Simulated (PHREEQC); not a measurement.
A column of 0.5 m (30 cells, dispersivity 0.018 m, 60 s a shift, diffusion coefficient 3e-10 m²/s) holds 0.00045 eq of the database's cation exchanger X per kg of pore water, first in equilibrium with 18 mmol/kgw KCl, 27 mmol/kgw BaCl2 and 0.01 mmol/kgw HCl. It is flushed with 0.37 mmol/kgw LiCl and 0.01 mmol/kgw HCl, at 15 °C. Values are for the last cell. The system is closed to CO2. Nothing may precipitate in this run.

Computed with PHREEQC (ion-association model, phreeqc.dat).

| pore volumes | Li in solution (mol/kgw) | K in solution (mol/kgw) | Ba in solution (mol/kgw) | Cl in solution (mol/kgw) | KX on the exchanger (mol/kgw) | LiX on the exchanger (mol/kgw) |
|---|---|---|---|---|---|---|
| 0 | 0 | 0.0180 | 0.0270 | 0.0720 | 8.55e-5 | 0 |
| 0.5167 | 2.98e-6 | 0.0179 | 0.0268 | 0.0714 | 8.52e-5 | 2.18e-9 |
| 0.85 | 0.000117 | 0.0123 | 0.0184 | 0.0492 | 7.23e-5 | 1.05e-7 |
| 1.35 | 0.000327 | 0.00195 | 0.00278 | 0.00786 | 3.10e-5 | 7.93e-7 |
| 1.85 | 0.000351 | 0.000150 | 0.000183 | 0.000877 | 9.45e-6 | 3.39e-6 |
| 2.35 | 0.000349 | 1.24e-5 | 1.62e-5 | 0.000403 | 2.63e-6 | 1.13e-5 |
| 2.683 | 0.000354 | 3.15e-6 | 7.78e-6 | 0.000383 | 9.61e-7 | 1.65e-5 |
| 3.183 | 0.000360 | 4.98e-7 | 4.80e-6 | 0.000380 | 1.92e-7 | 2.13e-5 |
| 3.683 | 0.000363 | 8.59e-8 | 3.68e-6 | 0.000380 | 3.78e-8 | 2.44e-5 |
| 4.183 | 0.000364 | 1.56e-8 | 3.05e-6 | 0.000380 | 7.53e-9 | 2.69e-5 |
| 4.517 | 0.000365 | 5.14e-9 | 2.75e-6 | 0.000380 | 2.60e-9 | 2.83e-5 |
| 5.017 | 0.000365 | 1.00e-9 | 2.42e-6 | 0.000380 | 5.40e-10 | 3.02e-5 |
